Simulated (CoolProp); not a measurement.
The numbers come from the reference Helmholtz-energy equation of state, Schmidt 1985 in CoolProp.

Problem. For oxygen, give the phase and the density (kg/m³), cp (kJ/(kg K)), speed of sound (m/s), expansivity (1/kK) at 88.1 K and 0.101 MPa.

Solution. 
- 88.1 K and 0.101 MPa: liquid; density 1150, cp 1.69, speed of sound 922, expansivity 4.28
